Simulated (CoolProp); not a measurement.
Vapour pressure (bar) of R141b: the reference equation beside estimates from Tc = 477.5 K, pc = 42.12 bar, ω = 0.220. Clausius-Clapeyron is anchored at 375.2 K with a constant enthalpy of vaporisation of 21.45 kJ/mol.

The numbers come from the reference Helmholtz-energy equation of state, Lemmon 2006 in CoolProp. It is a short technical equation, of lower accuracy than the large ones.

```json
[
 {"T (K)": "318.5", "reference": "1.581", "Lee-Kesler": "1.577", "Clausius-Clapeyron": "2.084", "van der Waals": "6.569", "Soave-Redlich-Kwong": "1.578", "Peng-Robinson": "1.582"},
 {"T (K)": "332.6", "reference": "2.423", "Lee-Kesler": "2.423", "Clausius-Clapeyron": "2.938", "van der Waals": "8.232", "Soave-Redlich-Kwong": "2.422", "Peng-Robinson": "2.415"},
 {"T (K)": "346.8", "reference": "3.581", "Lee-Kesler": "3.585", "Clausius-Clapeyron": "4.036", "van der Waals": "10.16", "Soave-Redlich-Kwong": "3.585", "Peng-Robinson": "3.560"},
 {"T (K)": "361", "reference": "5.113", "Lee-Kesler": "5.123", "Clausius-Clapeyron": "5.408", "van der Waals": "12.36", "Soave-Redlich-Kwong": "5.130", "Peng-Robinson": "5.080"},
 {"T (K)": "375.2", "reference": "7.088", "Lee-Kesler": "7.102", "Clausius-Clapeyron": "7.088", "van der Waals": "14.85", "Soave-Redlich-Kwong": "7.129", "Peng-Robinson": "7.046"},
 {"T (K)": "389.3", "reference": "9.558", "Lee-Kesler": "9.573", "Clausius-Clapeyron": "9.093", "van der Waals": "17.61", "Soave-Redlich-Kwong": "9.637", "Peng-Robinson": "9.515"},
 {"T (K)": "403.5", "reference": "12.63", "Lee-Kesler": "12.65", "Clausius-Clapeyron": "11.48", "van der Waals": "20.70", "Soave-Redlich-Kwong": "12.77", "Peng-Robinson": "12.60"},
 {"T (K)": "417.7", "reference": "16.38", "Lee-Kesler": "16.39", "Clausius-Clapeyron": "14.27", "van der Waals": "24.10", "Soave-Redlich-Kwong": "16.58", "Peng-Robinson": "16.39"}
]
```

Absolute difference from the reference over all 8 rows, mean and median: Lee-Kesler 0.1 and 0.2 %, Clausius-Clapeyron 12.3 and 10.9 %, van der Waals 148.2 and 125.6 %, Soave-Redlich-Kwong 0.6 and 0.5 %, Peng-Robinson 0.4 and 0.4 %.
